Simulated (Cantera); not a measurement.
Mixture: CO : H₂ : O₂ : N₂ = 1 : 0.12 : 0.651 : 2.02 (molar parts), at 6.00 bar, adiabatic and at constant volume. Ignition delay is the time to a rise of 400 K.

Model: GRI-Mech 3.0 (53 species, 325 reactions), integrated in Cantera. The hydrogen kinetics of GRI-Mech 3.0 are dated; newer H2 mechanisms differ, most at raised pressure. Where the delays flatten at high temperature, the 400 K rule measures the pace of heat release, not the induction time.

Q: What does this change do: 0.11 parts H2O added?

A: 
```tsv
quantity	before	after
delay at 1275 K	14.9 µs	18.0 µs
delay at 1475 K	6.17 µs	6.37 µs
delay at 1675 K	4.21 µs	4.06 µs
delay at 1875 K	3.56 µs	3.25 µs
delay at 2075 K	3.44 µs	2.99 µs
```
